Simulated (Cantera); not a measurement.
Charge: 1 mol AlCl3, 0.5 mol HCl, 890 mol N2, held at 1.73 Torr.

These are equilibrium values from Cantera (NASA tables, ideal gas, pure condensed phases), not measurements of a reactor. Candidate condensed phases: Al, AlCl3, AlN, NH4Cl; 20 gas species. The tables' values for AlCl2 are old estimates; treat these amounts as uncertain. Equilibrium is a limit: real reactors are often held back by kinetics, nucleation or transport.

x: gas mole fraction; nothing condenses.

| T (K) | x N2 | x Cl | x AlCl3 | x AlCl | x HCl | x H | x AlCl2 |
|---|---|---|---|---|---|---|---|
| 900 | 0.998 | 1.52e-8 | 0.00112 | <1e-12 | 0.000561 | <1e-12 | 1.35e-10 |
| 1000 | 0.998 | 1.09e-7 | 0.00112 | 3.79e-12 | 0.000561 | 1.08e-11 | 5.57e-9 |
| 1100 | 0.998 | 5.67e-7 | 0.00112 | 6.84e-10 | 0.000560 | 2.57e-10 | 1.11e-7 |
| 1200 | 0.998 | 2.53e-6 | 0.00112 | 4.11e-8 | 0.000560 | 3.25e-9 | 1.19e-6 |
| 1300 | 0.998 | 1.10e-5 | 0.00111 | 8.72e-7 | 0.000559 | 2.29e-8 | 7.22e-6 |
| 1400 | 0.998 | 4.61e-5 | 0.00109 | 8.18e-6 | 0.000559 | 1.03e-7 | 2.76e-5 |
| 1500 | 0.998 | 0.000172 | [?] | 4.64e-5 | 0.000559 | 3.53e-7 | 7.71e-5 |
| 1600 | 0.998 | 0.000533 | [?] | 0.000184 | 0.000558 | 1.06e-6 | 0.000162 |
| 1700 | 0.997 | 0.00125 | [?] | 0.000514 | 0.000555 | 3.25e-6 | 0.000222 |
| 1800 | 0.996 | 0.00195 | [?] | 0.000893 | 0.000543 | 1.19e-5 | 0.000149 |
| 1900 | 0.996 | 0.00223 | [?] | 0.00105 | 0.000498 | 4.62e-5 | 5.78e-5 |
| 2000 | 0.996 | 0.00239 | [?] | 0.00109 | 0.000388 | 0.000139 | 2.10e-5 |
| 2100 | 0.996 | 0.00258 | [?] | 0.00108 | 0.000236 | 0.000285 | 8.12e-6 |
| 2200 | 0.996 | 0.00277 | [?] | 0.00102 | 0.000116 | 0.000418 | 3.27e-6 |

Problem. What belongs in the gaps?

Solution. 
- 1500, x AlCl3: 0.000998
- 1600, x AlCl3: 0.000775
- 1700, x AlCl3: 0.000385
- 1800, x AlCl3: 7.67e-5
- 1900, x AlCl3: 7.65e-6
- 2000, x AlCl3: 7.84e-7
- 2100, x AlCl3: 9.78e-8
- 2200, x AlCl3: 1.41e-8
